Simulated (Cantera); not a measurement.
What does this Cantera script print?

```python
import numpy as np
import cantera as ct

gas = ct.Solution("gri30.yaml")
gas.TPX = 1323, 5500, {'C3H8': 1, 'H2': 15}
reactor = ct.IdealGasConstPressureReactor(gas, energy="off", clone=False)
net = ct.ReactorNet([reactor])
net.rtol, net.atol = 1e-08, 1e-18
show = ['C3H8', 'H2', 'CH2', 'C2H4', 'C2H2']
times = np.geomspace(3e-05, 100, 11)

steps = ct.SolutionArray(gas, extra=["t"])
rows = []
print(f"{'t/s':>10s}{'T/K':>9s}{'P/Pa':>11s}" + "".join(f"{s:>11s}" for s in show))
for t in times:
    while net.time < t:
        t_next = net.step()
        steps.append(gas.state, t=t_next)
    rows.append([np.interp(t, steps.t, y) for y in (steps.T, steps.P, *steps(*show).X.T)])
    print(f"{t:10.3e}{rows[-1][0]:9.1f}{rows[-1][1]:11.4g}" + "".join(f"{x:11.3e}" for x in rows[-1][2:]))
rate = np.gradient(steps.T, steps.t)
print("integrator steps:", len(steps.t))
if steps.T.max() > steps.T[0] + 200:
    print(f"time of steepest temperature rise: {steps.t[rate.argmax()]:.4e} s")
gas.TPX = 1323, 5500, {'C3H8': 1, 'H2': 15}
gas.equilibrate("TP")
print(f"equilibrium (TP): T = {gas.T:.1f} K  " + "  ".join(f"{s} {gas[s].X[0]:.3e}" for s in show))
```

Output:

```
       t/s      T/K       P/Pa       C3H8         H2        CH2       C2H4       C2H2
 3.000e-05   1323.0       5500  6.236e-02  9.374e-01  3.801e-10  7.798e-05  5.446e-10
 1.347e-04   1323.0       5500  6.087e-02  9.360e-01  2.757e-08  1.368e-03  3.085e-07
 6.049e-04   1323.0       5500  4.333e-02  9.206e-01  2.053e-07  1.738e-02  8.024e-05
 2.716e-03   1323.0       5500  3.472e-03  8.855e-01  5.983e-08  5.184e-02  2.819e-03
 1.220e-02   1323.0       5500  5.302e-05  8.829e-01  1.863e-09  4.989e-02  7.888e-03
 5.477e-02   1323.0       5500  2.749e-07  8.833e-01  2.011e-10  4.507e-02  1.251e-02
 2.460e-01   1323.0       5500  3.815e-08  8.843e-01  1.252e-10  3.464e-02  2.229e-02
 1.104e+00   1323.0       5500  1.240e-08  8.863e-01  8.102e-11  1.442e-02  4.120e-02
 4.959e+00   1323.0       5500  3.386e-09  8.871e-01  4.927e-11  5.260e-03  4.971e-02
 2.227e+01   1323.0       5500  3.244e-09  8.867e-01  4.849e-11  5.060e-03  4.961e-02
 1.000e+02   1323.0       5500  3.227e-09  8.852e-01  4.820e-11  4.953e-03  4.861e-02
integrator steps: 1098
equilibrium (TP): T = 1323.0 K  C3H8 3.132e-09  H2 8.796e-01  CH2 4.703e-11  C2H4 4.555e-03  C2H2 4.484e-02
```

Computed with Cantera and GRI-Mech 3.0 (53 species, 325 reactions). GRI-Mech 3.0 was tuned for natural gas; its chemistry of propane as a main component is partial and can be far from experiment. GRI-Mech 3.0 stops at C3 and has no aromatics, soot or wall deposition, so with more carbon than oxygen in the feed, carbon stays in small species such as C2H2 where larger ones or solid carbon would form.
